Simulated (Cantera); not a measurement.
An isothermal, constant-pressure homogeneous reactor starts with 17.8 % N2O, 0.0874 % H2, 82.1 % N2, at 1075 K and 750 Torr.

Detailed kinetics in Cantera: GRI-Mech 3.0 (53 species, 325 reactions). GRI-Mech 3.0 was tuned for natural gas; its chemistry of N2O as a main component is partial and can be far from experiment. The mechanism lacks the step 2 NO + O2 → 2 NO2, which can matter for NO2 below about 1400 K. The temperature is held fixed by assumption; the heat of reaction is taken as removed at once.

Question: Predict: x(N2O) at 10.0 s; x(NO) at 10.0 s; x(OH) at 10.0 s; x(H2O) at 10.0 s; x(N2) at 10.0 s.

Answer: 
| Property | Result |
|---|---|
| x(N2O) at 10.0 s | 0.118 (gas-phase equilibrium 3.77e-9) |
| x(NO) at 10.0 s | 0.00292 (gas-phase equilibrium 4.55e-5) |
| x(OH) at 10.0 s | 6.15e-7 (gas-phase equilibrium 3.19e-8) |
| x(H2O) at 10.0 s | 0.000850 (gas-phase equilibrium 0.000803) |
| x(N2) at 10.0 s | 0.853 (gas-phase equilibrium 0.918) |
